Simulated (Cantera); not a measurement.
A perfectly stirred reactor is fed with H2 : O2 : N2 = 0.99 : 1 : 7.6 (molar parts), at 0.120 bar; it is held at 950 K, and followed from long to short residence time.

Detailed kinetics in Cantera: GRI-Mech 3.0 (53 species, 325 reactions). Radical loss at walls, strong at low pressure, is not modelled. The temperature is held fixed by assumption; the heat of reaction is taken as removed at once.

Task: What does this change do: temperature 950 to 1198 K?

Result: 
| quantity | before | after |
|---|---|---|
| x(H2) at τ = 2.20 s | 0.000691 | 0.000163 |
| x(O2) at τ = 2.20 s | 0.0558 | 0.0555 |
| x(H) at τ = 2.20 s | 1.68e-5 | 3.23e-5 |
| x(NO) at τ = 2.20 s | 1.58e-8 | 2.52e-7 |
| x(HO2) at τ = 2.20 s | 5.28e-6 | 1.86e-6 |
| x(H2) at τ = 90.0 ms | 0.00398 | 0.00127 |
| x(O2) at τ = 90.0 ms | 0.0573 | 0.0557 |
| x(H) at τ = 90.0 ms | 0.000388 | 0.000765 |
| x(NO) at τ = 90.0 ms | 9.06e-8 | 9.04e-7 |
| x(HO2) at τ = 90.0 ms | 8.80e-6 | 4.39e-6 |
